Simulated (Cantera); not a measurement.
Input (Python, Cantera) and output of one run.

```python
import numpy as np
import cantera as ct

gas_names = [...]  # 113 gases of nasa_gas.yaml made of C, Cu, H, O
cond_names = """
    C(gr) C6H6(L) C7H8(L) C8H18(L),n-octa Cu(cr) Cu(L) CuO(s) CuO2H2(s) Cu2O(s) Cu2O(L) H2O(s) H2O(L)
""".split()


# ... load() reads the species with a 1 bar reference pressure and builds the phases ...
atoms = {
    'Cu': {'Cu': 1},
    'H2O': {'H': 2, 'O': 1},
    'CO': {'C': 1, 'O': 1},
}
top_T = {'C(gr)': 4500, 'CuO(s)': 1390}  # K; cautious upper limits of use, not melting points


# ... equilibrate(T, P, feed) seeds the gas with the atoms and calls Mixture.equilibrate('TP', solver="vcs", rtol=1e-11, max_steps=5000) ...
results = []
feed = {'Cu': 1, 'H2O': 0.018, 'CO': 0.72}  # mol
T = 1098  # K
P = 101325  # Pa
mix = equilibrate(T, P, feed)
results.append((T, P, feed, dict(zip(mix.species_names, mix.species_moles))))
x = sorted(zip(gas.X, gas.species_names), reverse=True)
print(f"T = {T:g} K  P = {P:g} Pa  gas = {mix.phase_moles(0):.4g} mol")
print("   x: " + "  ".join(f"{s} {v:.3e}" for v, s in x if v > 0.0001))
print("   condensed (mol): " + ("  ".join(f"{mix.phase(i).name} {mix.phase_moles(i):.4g}"
      for i in range(1, mix.n_phases) if mix.phase_moles(i) > 1e-12) or "none"))
```

It prints:

```
T = 1098 K  P = 101325 Pa  gas = 0.702 mol
   x: CO 8.995e-01  CO2 7.485e-02  H2 2.362e-02  H2O 1.979e-03
   condensed (mol): C(gr) 0.03592  Cu(cr) 1
```

Cantera equilibrium calculation (NASA polynomials, part measured and part estimated; ideal gas, pure solids and liquids).
